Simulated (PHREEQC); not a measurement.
1 kg of water holding 0.015 mol NaHCO3, 0.53 mol KCl, 0.078 mol Na2SO4, 0.038 mol Na2CO3 and 0.036 mol NaCl is evaporated at 25 °C; the solids stay in contact with the brine. No CO2 enters from the air. The run lets Arcanite, Burkeite, Glaserite, Halite, Kalicinite, Mirabilite, Misenite, Nahcolite, Natron, Sylvite, Thenardite, Trona precipitate or redissolve, and no other solid.

All values are PHREEQC results (Pitzer model, pitzer.dat), not measurements.

Question: Predict ionic strength at water left (kg) = 0.375, 0.07809, 0.02884, 0.01576, 0.006893.

Answer: 
```csv
water left (kg),ionic strength
0.375,2.48
0.07809,7.35
0.02884,9.41
0.01576,10.5
0.006893,14.0
```

Complexes and solids missing from the database can't appear.
